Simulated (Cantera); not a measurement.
Input (Python, Cantera):

```python
import numpy as np
import cantera as ct

gas = ct.Solution("gri30.yaml")
gas.TPX = 1798, 101325, {'C2H4': 1, 'H2': 9.4}
reactor = ct.IdealGasConstPressureReactor(gas, energy="off", clone=False)
net = ct.ReactorNet([reactor])
net.rtol, net.atol = 1e-08, 1e-18
show = ['C2H4', 'H2', 'CH3', 'CH2', 'CH4']
times = np.geomspace(1e-06, 30, 10)

steps = ct.SolutionArray(gas, extra=["t"])
rows = []
print(f"{'t/s':>10s}{'T/K':>9s}{'P/Pa':>11s}" + "".join(f"{s:>11s}" for s in show))
for t in times:
    while net.time < t:
        t_next = net.step()
        steps.append(gas.state, t=t_next)
    rows.append([np.interp(t, steps.t, y) for y in (steps.T, steps.P, *steps(*show).X.T)])
    print(f"{t:10.3e}{rows[-1][0]:9.1f}{rows[-1][1]:11.4g}" + "".join(f"{x:11.3e}" for x in rows[-1][2:]))
rate = np.gradient(steps.T, steps.t)
print("integrator steps:", len(steps.t))
if steps.T.max() > steps.T[0] + 200:
    print(f"time of steepest temperature rise: {steps.t[rate.argmax()]:.4e} s")
gas.TPX = 1798, 101325, {'C2H4': 1, 'H2': 9.4}
gas.equilibrate("TP")
print(f"equilibrium (TP): T = {gas.T:.1f} K  " + "  ".join(f"{s} {gas[s].X[0]:.3e}" for s in show))
```

It prints:

```
       t/s      T/K       P/Pa       C2H4         H2        CH3        CH2        CH4
 1.000e-06   1798.0  1.013e+05  9.606e-02  9.039e-01  2.702e-10  8.517e-11  1.799e-10
 6.773e-06   1798.0  1.013e+05  9.550e-02  9.039e-01  1.310e-08  1.186e-09  5.731e-08
 4.588e-05   1798.0  1.013e+05  9.054e-02  9.043e-01  3.831e-07  9.066e-09  1.200e-05
 3.107e-04   1798.0  1.013e+05  4.292e-02  9.081e-01  2.722e-06  1.518e-08  5.113e-04
 2.105e-03   1798.0  1.013e+05  1.847e-03  9.110e-01  9.941e-06  5.691e-09  1.271e-03
 1.425e-02   1798.0  1.013e+05  1.820e-03  9.098e-01  2.648e-05  1.265e-08  3.428e-03
 9.655e-02   1798.0  1.013e+05  1.745e-03  9.046e-01  9.133e-05  3.854e-08  1.217e-02
 6.539e-01   1798.0  1.013e+05  1.727e-03  9.033e-01  1.077e-04  4.485e-08  1.442e-02
 4.429e+00   1798.0  1.013e+05  1.727e-03  9.033e-01  1.077e-04  4.485e-08  1.442e-02
 3.000e+01   1798.0  1.013e+05  1.727e-03  9.033e-01  1.077e-04  4.485e-08  1.442e-02
integrator steps: 881
equilibrium (TP): T = 1798.0 K  C2H4 1.727e-03  H2 9.033e-01  CH3 1.077e-04  CH2 4.485e-08  CH4 1.442e-02
```

Model: GRI-Mech 3.0 (53 species, 325 reactions), integrated in Cantera. GRI-Mech 3.0 was tuned for natural gas; its chemistry of ethylene as a main component is partial and can be far from experiment. GRI-Mech 3.0 stops at C3 and has no aromatics, soot or wall deposition, so with more carbon than oxygen in the feed, carbon stays in small species such as C2H2 where larger ones or solid carbon would form.
